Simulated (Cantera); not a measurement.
## Diamond growth

A diamond (100) surface in a fixed gas of H2 with x(CH4) = 0.023, x(H) = 0.043, x(CH3) = 9.1e-05, 9.75 Torr; coverages are run to steady state.

Model: the Harris–Goodwin 1993 mechanism for the reconstructed diamond (100) surface, integrated in Cantera.

```csv
T (K),growth (µm/h),θ c6HH,θ c6H*,θ c6*H,θ c6**,θ c6HM
900,0.371,0.690,0.0105,0.292,0.00441,0.00179
950,0.490,0.642,0.0142,0.335,0.00674,0.00142
1000,0.619,0.596,0.0184,0.375,0.00982,0.00114
1050,0.740,0.552,0.0230,0.410,0.0138,0.000897
1100,0.815,0.510,0.0280,0.442,0.0186,0.000672
1150,0.785,0.472,0.0332,0.469,0.0244,0.000449
1200,0.645,0.437,0.0386,0.493,0.0311,0.000253
1250,0.481,0.405,0.0440,0.512,0.0388,0.000122
1300,0.374,0.376,0.0495,0.527,0.0474,5.29e-5
1350,0.333,0.349,0.0548,0.539,0.0568,2.22e-5
1400,0.328,0.325,0.0600,0.548,0.0670,9.22e-6
```
θ: site fractions in the mechanism's names (c6HH fully hydrogenated, c6H* and c6*H radical sites, c6** diradical, c6HM methylated).
